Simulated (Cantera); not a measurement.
Catalytic combustion on Pt

An isothermal plug-flow reactor at 775 K and 2.96 atm (inlet), inlet velocity 1.7 m/s, active area per volume 3900 1/m; feed 0.869 % CO, 1.59 % O₂, 96.7 % N₂, 0.808 % H₂O.

Computed with Cantera and Deutschmann's 1995 Pt surface mechanism with GRI-Mech 3.0 gas chemistry. Catalytic surfaces can have several steady states; this one follows from the mechanism file's or the stated starting coverage. Mass transfer to the wall is taken as infinitely fast.

```tsv
z (m)	x CO	x O₂	x H₂O	x CO₂	θ free Pt	θ O*	θ OH*	θ CO*
0.00029	0.00727	0.0152	0.00809	0.00143	0.0925	0.00525	0.000420	0.902
0.00057	0.00564	0.0144	0.00809	0.00307	0.106	0.00659	0.000504	0.887
0.0011	0.000436	0.0118	0.00811	0.00829	0.0602	0.934	0.00453	0.00109
0.0021	8.71e-5	0.0117	0.00812	0.00864	0.0426	0.953	0.00385	0.000107
0.0041	7.45e-6	0.0116	0.00812	0.00872	0.0405	0.956	0.00376	8.27e-6
0.0079	8.29e-8	0.0116	0.00812	0.00873	0.0403	0.956	0.00375	9.11e-8
0.015	1.88e-11	0.0116	0.00812	0.00873	0.0403	0.956	0.00375	2.07e-11
0.029	<1e-12	0.0116	0.00812	0.00873	0.0403	0.956	0.00375	<1e-12
```
x: gas mole fraction; θ: surface coverage.
